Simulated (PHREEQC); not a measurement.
Solution (20 °C): 0.0038 mol/kgw HBr and 0.14 mol/kgw MnSO4. Closed to the air; pH follows from the charge balance.

The numbers come from PHREEQC with the ion-association model, phreeqc.dat.

This is a speciation only: nothing precipitates in the calculation.

### Question
Predict the pH, ionic strength, density.

### Answer
pH 2.96; ionic strength 0.307 mol/kgw; density 1.018 g/cm³.

### Question
In which forms is Mn present?

### Answer
Mn+2 55 %, MnSO4 45 % of the Mn.

Species that the database lacks are ignored.
